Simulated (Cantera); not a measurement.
# Thermodynamics of chlorosilane synthesis and conversion, feed Si + H2 + HCl

Input: 1 mol Si, 9.6 mol H2, 0.59 mol HCl, equilibrated at 1327 °C.

Method: chemical equilibrium by Gibbs-energy minimisation in Cantera with the NASA 1993 tables (ideal gas, pure condensed phases). Candidate condensed phases: Si; 19 gas species. The tables' values for SiCl3 are old estimates; treat these amounts as uncertain. Gases not in the tables: Si2H6 and higher silanes. Kinetics and transport are ignored.

```csv
P (Pa),x H2,x HCl,x SiCl2,x SiHCl3,x SiH2Cl2,x SiCl3,n Si(s)
10000,0.949,0.0436,0.00690,1.99e-5,1.05e-5,0.000133,0.928
19000,0.949,0.0434,0.00685,3.75e-5,1.97e-5,0.000182,0.927
36000,0.950,0.0432,0.00678,6.99e-5,3.70e-5,0.000246,0.927
67000,0.950,0.0429,0.00668,0.000127,6.79e-5,0.000328,0.926
130000,0.950,0.0423,0.00650,0.000237,0.000128,0.000439,0.925
240000,0.951,0.0415,0.00625,0.000413,0.000228,0.000563,0.922
450000,0.952,0.0403,0.00588,0.000707,0.000402,0.000704,0.919
840000,0.953,0.0385,0.00537,0.00115,0.000687,0.000839,0.913
1600000,0.955,0.0361,0.00470,0.00180,0.00115,0.000948,0.906
3000000,0.957,0.0331,0.00395,0.00260,0.00181,0.000998,0.895
```
x: gas mole fraction; n: condensed amount in mol.

From 0.100 bar to 30.0 bar the condensed part is Si(s). The main Si-bearing gas is SiCl2 throughout. The share of Si in condensed phases is highest at 0.100 bar (92.8 %) and lowest at 30.0 bar (89.5 %).
